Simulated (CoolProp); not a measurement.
n-decane along the isotherm 346.85 °C: fugacity coefficient from the reference equation and from simpler models built on Tc = 344.5 °C, pc = 2.101 MPa, ω = 0.488; each cubic takes its own stable root.

Model: reference Helmholtz-energy equation of state, Lemmon 2006, in CoolProp. It is a short technical equation, of lower accuracy than the large ones.

| p (MPa) | phase | reference |
|---|---|---|
| 0.0332 | gas | 0.9945 |
| 0.0488 | gas | 0.9919 |
| 0.0716 | gas | 0.9881 |
| 0.105 | gas | 0.9825 |
| 0.154 | gas | 0.9744 |
| 0.226 | gas | 0.9625 |
| 0.332 | gas | 0.9450 |
| 0.488 | gas | 0.9195 |
| 0.716 | gas | 0.8824 |
| 1.05 | gas | 0.8285 |
| 1.54 | gas | 0.7493 |
| 2.26 | supercritical | 0.6195 |
| 3.32 | supercritical | 0.4570 |
| 4.88 | supercritical | 0.3454 |
| 7.16 | supercritical | 0.2716 |
| 10.5 | supercritical | 0.2257 |

Q: How far does each simpler model (Redlich-Kwong, Peng-Robinson) lie from the reference over these 16 states: mean and median of the absolute difference, and the worst?

A: 
- Redlich-Kwong: mean 3.0 %, median 0.5 %, worst +15.9 % at 346.85 °C and 10.5 MPa
- Peng-Robinson: mean 1.1 %, median 0.4 %, worst +5.4 % at 346.85 °C and 10.5 MPa
